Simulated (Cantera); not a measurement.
A closed system holds: 1 mol TiO2, 0.12 mol MgCl2, 0.7 mol O2, at 1600 K and 0.000150 bar.

Method: chemical equilibrium by Gibbs-energy minimisation in Cantera with the NASA 1993 tables (ideal gas, pure condensed phases). Candidate condensed phases: Mg, MgCl2, MgO, MgTiO3, MgTi2O5, Mg2TiO4, Ti, TiCl2, TiCl3, TiCl4, TiO, TiO2, Ti2O3, Ti3O5, Ti4O7; 20 gas species. Mutual solubility and eutectic melting of coexisting phases are not modelled. Condensed phases not in the tables: alloys, solid solutions and most ternary compounds. Rates play no part.

Base state: O2 0.730, Cl 0.264, MgCl2 0.00388, O 0.00101, Cl2 0.000865, ClO 6.02e-5 (mole fractions); condensed: MgTi2O5(s) + TiO2(rutile).

Question: What changes in the equilibrium state with this change: temperature from 1600 K to 1798 K?

Answer: 
| species | before | after |
|---|---|---|
| O2 | 0.730 | 0.722 |
| Cl | 0.264 | 0.266 |
| O | 0.00101 | 0.00829 |
| TiO2 | 1.47e-7 | 2.35e-5 |
| MgCl2 | 0.00388 | 0.00270 |
| Cl2 | 0.000865 | 0.000109 |
| ClO | 6.02e-5 | 4.95e-5 |
| MgTi2O5(s), mol | 0.117 | 0.118 |
| TiO2(rutile), mol | 0.767 | 0.765 |
